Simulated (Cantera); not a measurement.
A freely propagating, adiabatic, planar premixed flame of 17.0 % H₂, 17.0 % O₂, 63.9 % N₂, 2.04 % H₂O, equivalence ratio 0.50, unburnt at 550 K and 77000 Pa; mixture-averaged transport, grid criteria slope 0.08 and curve 0.16, no radiation.

Model: the H2/O2 subset of GRI-Mech 3.0, which has no nitrogen chemistry, integrated in Cantera. Burning velocities carry a grid error of a few per cent, more on coarse grids. Lean hydrogen flames are cellular in practice and burn faster than this planar one.

x: mole fraction of selected species; z is measured from the peak of heat release.

```tsv
z (mm)	T (K)	u (m/s)	x H₂	x O₂	x H₂O	x O	x H₂O₂	x OH
-1.69	550	2.31	0.170	0.170	0.0204	<1e-8	<1e-8	<1e-8
-1.13	550	2.31	0.170	0.170	0.0204	<1e-8	<1e-8	<1e-8
-0.845	550	2.31	0.169	0.170	0.0204	<1e-8	1.57e-8	<1e-8
-0.563	552	2.30	0.165	0.171	0.0206	6.14e-8	3.71e-7	<1e-8
-0.282	619	2.53	0.140	0.173	0.0272	1.59e-5	2.24e-5	8.26e-5
-0.141	847	3.38	0.103	0.165	0.0559	0.000353	2.23e-5	0.000576
0	1151	4.52	0.0550	0.139	0.112	0.00292	8.34e-6	0.00211
0.141	1373	5.36	0.0220	0.111	0.159	0.00643	4.65e-6	0.00499
0.282	1498	5.84	0.0105	0.0988	0.178	0.00734	2.68e-6	0.00673
0.563	1620	6.28	?	0.0941	0.190	?	?	?
1.13	1712	6.61	0.00313	0.0931	0.197	0.00317	6.71e-7	0.00641
2.25	1765	6.80	0.00133	0.0933	0.201	0.00134	3.54e-7	0.00454
4.51	1790	6.88	0.000457	0.0937	0.204	0.000459	1.81e-7	0.00277
```

Problem. Complete the blanks.

Solution. 
- 0.563, x H₂: 0.00569
- 0.563, x O: 0.00573
- 0.563, x H₂O₂: 1.33e-6
- 0.563, x OH: 0.00738
